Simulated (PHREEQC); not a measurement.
Make-up at 34 °C: 0.0056 mol/kgw HF, 0.00037 mol/kgw H2SiF6 and 4.2e-05 mol/kgw HCl. Closed to the air; pH follows from the charge balance.

Model: ion-association model, wateq4f.dat, run in PHREEQC.

Each row changes one thing in this solution. This is a speciation only: nothing precipitates in the calculation.

```json
[
 {"case": "as made", "pH": "2.71", "ionic strength (mol/kgw)": "0.00244", "HF (mol/kgw)": "0.00425", "F- (mol/kgw)": "0.00129", "H2F2 (mol/kgw)": "3.39e-5", "HF2- (mol/kgw)": "2.23e-5"},
 {"case": "H2SiF6 left out", "pH": "2.81", "ionic strength (mol/kgw)": "0.00160", "HF (mol/kgw)": "0.00396", "F- (mol/kgw)": "0.00153", "H2F2 (mol/kgw)": "2.94e-5", "HF2- (mol/kgw)": "2.47e-5"},
 {"case": "HF from 0.0056 to 0.00112 mol/kgw", "pH": "2.95", "ionic strength (mol/kgw)": "0.00130", "HF (mol/kgw)": "0.00170", "F- (mol/kgw)": "0.000885", "H2F2 (mol/kgw)": "5.42e-6", "HF2- (mol/kgw)": "6.13e-6"},
 {"case": "temperature from 34 to 30 °C", "pH": "2.69", "ionic strength (mol/kgw)": "0.00249", "HF (mol/kgw)": "0.00418", "F- (mol/kgw)": "0.00133", "H2F2 (mol/kgw)": "3.79e-5", "HF2- (mol/kgw)": "2.21e-5"},
 {"case": "HCl from 4.2e-05 to 8.4e-06 mol/kgw", "pH": "2.71", "ionic strength (mol/kgw)": "0.00242", "HF (mol/kgw)": "0.00424", "F- (mol/kgw)": "0.00130", "H2F2 (mol/kgw)": "3.37e-5", "HF2- (mol/kgw)": "2.25e-5"}
]
```

Species that the database lacks are ignored. Some of these states are supersaturated (in Quartz (slow to form), for instance). SiF6-2 is the database's only silicon fluoride.
